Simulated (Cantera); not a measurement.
An isothermal, constant-pressure homogeneous reactor starts with 39.0 % NO, 61.0 % N₂, at 2200 K and 0.385 atm.

Computed with Cantera and GRI-Mech 3.0 (53 species, 325 reactions).

x: mole fraction; the columns are a selection and need not sum to one.

| t (s) | x NO | x NO₂ | x N₂ | x N₂O | x O | x O₂ |
|---|---|---|---|---|---|---|
| 3.00e-6 | 0.390 | 4.14e-9 | 0.610 | 7.70e-7 | 7.73e-7 | 6.44e-10 |
| 8.42e-6 | 0.390 | 3.12e-8 | 0.610 | 2.14e-6 | 2.17e-6 | 5.06e-9 |
| 2.36e-5 | 0.390 | ? | 0.610 | ? | ? | ? |
| 6.62e-5 | 0.390 | 1.32e-6 | 0.610 | 1.54e-5 | 1.74e-5 | 3.21e-7 |
| 0.000186 | 0.390 | 6.16e-6 | 0.610 | 3.62e-5 | 5.30e-5 | 2.79e-6 |
| 0.000521 | 0.389 | 2.26e-5 | 0.610 | 6.50e-5 | 0.000168 | 2.87e-5 |
| 0.00146 | 0.389 | 5.21e-5 | 0.611 | 7.60e-5 | 0.000389 | 0.000288 |
| 0.00410 | 0.386 | 6.36e-5 | 0.612 | 7.39e-5 | 0.000477 | 0.00154 |
| 0.0115 | 0.378 | 7.29e-5 | 0.616 | 7.02e-5 | 0.000546 | 0.00531 |
| 0.0323 | 0.356 | 9.24e-5 | 0.627 | 6.06e-5 | 0.000709 | 0.0165 |
| 0.0906 | 0.290 | 0.000116 | 0.660 | 3.84e-5 | 0.00105 | 0.0491 |
| 0.254 | 0.148 | 8.92e-5 | 0.731 | 9.51e-6 | 0.00154 | 0.120 |
| 0.713 | 0.0313 | 2.29e-5 | 0.789 | 7.47e-7 | 0.00184 | 0.178 |
| 2.00 | ? | ? | 0.798 | ? | 0.00189 | 0.188 |

Problem. Some entries are withheld; supply them.

Solution. 
- 2.36e-5, x NO₂: 2.19e-7
- 2.36e-5, x N₂O: 5.87e-6
- 2.36e-5, x O: 6.09e-6
- 2.36e-5, x O₂: 3.99e-8
- 2.00, x NO: 0.0124
- 2.00, x NO₂: 9.30e-6
- 2.00, x N₂O: 4.25e-7
